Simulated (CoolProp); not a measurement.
Carbonyl sulfide at several states: density (kg/m³) from the reference equation and from simpler models built on Tc = 105.6 °C, pc = 6.369 MPa, ω = 0.098; each cubic takes its own stable root.

The numbers come from the reference Helmholtz-energy equation of state, Lemmon 2006 in CoolProp. It is a short technical equation, of lower accuracy than the large ones.

```
T (°C)  p (MPa)   phase  reference  van der Waals  Soave-Redlich-Kwong  Peng-Robinson
------  -------  ------  ---------  -------------  -------------------  -------------
256.45    0.721     gas      9.964          9.980                9.959          9.989
92.75      2.44     gas      57.56          56.04                57.56          58.57
258.55     1.55     gas      21.65          21.73                21.62          21.76
-61.35     2.31  liquid       1201          773.9                 1142           1288
```
